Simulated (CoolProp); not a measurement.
Vapour-liquid equilibrium of isopentane (1) + toluene (2) at 34.4 kPa; x and y are mole fractions of (1).

The numbers come from the multi-fluid Helmholtz-energy mixture model, Lemmon 2006 and Lemmon 2006; pair parameters Bell 2016 in CoolProp.

Question: Give the bubble temperature and the first vapour's composition at x = 0.2, 0.65, 0.95. Is there an azeotrope?

Answer: x = 0.2: 303.5 K, y = 0.881; x = 0.65: 280.1 K, y = 0.981; x = 0.95: 274.1 K, y = 0.997. No azeotrope shows between x = 0.05 and 0.95.

Pair parameters are fitted to limited data, so mixtures are less certain than the pure fluids.
